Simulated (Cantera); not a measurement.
A Cantera script and what it prints.

```python
import numpy as np
import cantera as ct

gas_names = [...]  # 97 gases of nasa_gas.yaml made of Al, C, H, N
cond_names = """
    AL(cr) AL(L) ALN(s) C(gr) C6H6(L) C7H8(L) C8H18(L),n-octa
""".split()


# ... load() reads the species with a 1 bar reference pressure and builds the phases ...
atoms = {
    'Al(CH3)3': {'AL': 1, 'C': 3, 'H': 9},
    'NH3': {'N': 1, 'H': 3},
    'N2': {'N': 2},
}
top_T = {'ALN(s)': 2750, 'C(gr)': 4500}  # K; cautious upper limits of use, not melting points


# ... equilibrate(T, P, feed) seeds the gas with the atoms and calls Mixture.equilibrate('TP', solver="vcs", rtol=1e-11, max_steps=5000) ...
results = []
feed = {'Al(CH3)3': 1, 'NH3': 23, 'N2': 1.2}  # mol
P = 13332.2  # Pa
for T in [773, 873, 973, 1073, 1173, 1273, 1373, 1473, 1573, 1673, 1773]:
    mix = equilibrate(T, P, feed)
    results.append((T, P, feed, dict(zip(mix.species_names, mix.species_moles))))
    x = sorted(zip(gas.X, gas.species_names), reverse=True)
    print(f"T = {T:g} K  P = {P:g} Pa  gas = {mix.phase_moles(0):.4g} mol")
    print("   x: " + "  ".join(f"{s} {v:.3e}" for v, s in x if v > 1e-06))
    print("   condensed (mol): " + ("  ".join(f"{mix.phase(i).name} {mix.phase_moles(i):.4g}"
          for i in range(1, mix.n_phases) if mix.phase_moles(i) > 1e-12) or "none"))
```

Output:

```
T = 773 K  P = 13332.2 Pa  gas = 48.19 mol
   x: H2 6.845e-01  N2 2.531e-01  CH4 6.225e-02  NH3 1.505e-04
   condensed (mol): ALN(s) 1
T = 873 K  P = 13332.2 Pa  gas = 49.64 mol
   x: H2 7.229e-01  N2 2.457e-01  CH4 3.127e-02  NH3 6.161e-05
   condensed (mol): ALN(s) 1  C(gr) 1.447
T = 973 K  P = 13332.2 Pa  gas = 50.71 mol
   x: H2 7.498e-01  N2 2.406e-01  CH4 9.631e-03  NH3 2.970e-05  HCN 1.413e-06
   condensed (mol): ALN(s) 1  C(gr) 2.512
T = 1073 K  P = 13332.2 Pa  gas = 51.02 mol
   x: H2 7.574e-01  N2 2.391e-01  CH4 3.514e-03  NH3 1.591e-05  HCN 6.561e-06
   condensed (mol): ALN(s) 1  C(gr) 2.82
T = 1173 K  P = 13332.2 Pa  gas = 51.12 mol
   x: H2 7.598e-01  N2 2.386e-01  CH4 1.497e-03  HCN 2.337e-05  NH3 9.380e-06
   condensed (mol): ALN(s) 1  C(gr) 2.922
T = 1273 K  P = 13332.2 Pa  gas = 51.16 mol
   x: H2 7.608e-01  N2 2.384e-01  CH4 7.249e-04  HCN 6.799e-05  NH3 5.983e-06  H 1.703e-06
   condensed (mol): ALN(s) 1  C(gr) 2.959
T = 1373 K  P = 13332.2 Pa  gas = 51.18 mol
   x: H2 7.611e-01  N2 2.383e-01  CH4 3.889e-04  HCN 1.690e-04  H 7.957e-06  NH3 4.065e-06  HNC 1.819e-06  C2H2,acetylene 1.315e-06
   condensed (mol): ALN(s) 1  C(gr) 2.971
T = 1473 K  P = 13332.2 Pa  gas = 51.19 mol
   x: H2 7.612e-01  N2 2.381e-01  HCN 3.708e-04  CH4 2.268e-04  H 3.023e-05  HNC 5.724e-06  C2H2,acetylene 4.952e-06  NH3 2.907e-06
   condensed (mol): ALN(s) 1  C(gr) 2.969
T = 1573 K  P = 13332.2 Pa  gas = 51.2 mol
   x: H2 7.611e-01  N2 2.379e-01  HCN 7.348e-04  CH4 1.417e-04  H 9.714e-05  C2H2,acetylene 1.571e-05  HNC 1.555e-05  NH3 2.168e-06
   condensed (mol): ALN(s) 1  C(gr) 2.953
T = 1673 K  P = 13332.2 Pa  gas = 51.2 mol
   x: H2 7.606e-01  N2 2.376e-01  HCN 1.340e-03  H 2.720e-04  CH4 9.364e-05  C2H2,acetylene 4.334e-05  HNC 3.740e-05  NH3 1.673e-06
   condensed (mol): ALN(s) 1  C(gr) 2.92
T = 1773 K  P = 13332.2 Pa  gas = 51.21 mol
   x: H2 7.597e-01  N2 2.370e-01  HCN 2.280e-03  H 6.791e-04  C2H2,acetylene 1.064e-04  HNC 8.134e-05  CH4 6.487e-05  AL 6.658e-06  NH3 1.328e-06  CH3 1.175e-06  ALH 1.039e-06
   condensed (mol): ALN(s) 0.9996  C(gr) 2.865
```

Equilibrium computed with Cantera from the NASA thermochemical tables; the gas is ideal and each condensed phase is pure. The feed counts by its element totals alone.
